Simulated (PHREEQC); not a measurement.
**Acid rinse or clean**

Solution (20 °C): 0.005 mol/kgw HNO3, 0.044 mol/kgw ZnSO4 and 0.0014 mol/kgw KCl. Closed to the air; pH follows from the charge balance.

Equilibrium calculation in PHREEQC: ion-association model, phreeqc.dat.

The pH is 2.62. The ionic strength is 0.103 mol/kgw and the density is 1.005 g/cm³. The total alkalinity is -5.00 meq/kg.

| species | molality | activity | log γ |
|---|---|---|---|
| Zn+2 | 0.0253 | 0.00949 | -0.426 |
| SO4-2 | 0.0204 | 0.00758 | -0.430 |
| ZnSO4 | 0.0158 | 0.0162 | 0.010 |
| NO3- | 0.00500 | 0.00376 | -0.124 |
| H+ | 0.00294 | 0.00243 | -0.083 |
| Zn(SO4)2-2 | 0.00280 | 0.00104 | -0.430 |
| HSO4- | 0.00206 | 0.00161 | -0.107 |

No solid was allowed to form.
